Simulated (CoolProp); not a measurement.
Vapour-liquid equilibrium of dimethyl carbonate (1) + n-octane (2) at 154.65 °C; x and y are mole fractions of (1).

Computed with CoolProp (multi-fluid Helmholtz-energy mixture model, Zhou 2011 and Beckmüller 2019; pair parameters Bell 2016).

Q: Give the bubble pressure and the first vapour's composition at x = 0.55, 0.65, 0.75. Is there an azeotrope?

A: x = 0.55: 5.197 bar, y = 0.731; x = 0.65: 5.386 bar, y = 0.770; x = 0.75: 5.528 bar, y = 0.812. y crosses x between x = 0.85 and 0.95: the model has an azeotrope there.

The pair parameters rest on a limited set of measurements; away from them the model extrapolates.
